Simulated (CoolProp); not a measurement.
Vapour-liquid equilibrium of R125 (1) + R236EA (2) at 0.95 °C; x and y are mole fractions of (1).

Model: multi-fluid Helmholtz-energy mixture model, Lemmon 2005 and Rui 2013; pair parameters Bell 2016, in CoolProp.

```
x     bubble pressure (MPa)  y at the bubble point  dew pressure at overall composition x (MPa)  liquid density (mol/L)
----  ---------------------  ---------------------  -------------------------------------------  ----------------------
0.05                    ___                    ___                                      0.08543                   9.933
0.2                  0.2026                  0.658                                          ___                   10.13
0.35                 0.2907                  0.796                                       0.1198                     ___
0.5                  0.3784                  0.872                                       0.1498                     ___
0.65                 0.4674                    ___                                       0.1991                   10.68
0.8                  0.5593                  0.960                                       0.2941                   10.83
0.95                 0.6566                    ___                                       0.5315                   10.94
```

Task: Fill in the missing entries.

Result: 
- 0.05, bubble pressure (MPa): 0.1124
- 0.05, y at the bubble point: 0.300
- 0.2, dew pressure at overall composition x (MPa): 0.09978
- 0.35, liquid density (mol/L): 10.33
- 0.5, liquid density (mol/L): 10.51
- 0.65, y at the bubble point: 0.923
- 0.95, y at the bubble point: 0.991

No azeotrope shows between x = 0.05 and 0.95.

Pair parameters are fitted to limited data, so mixtures are less certain than the pure fluids.
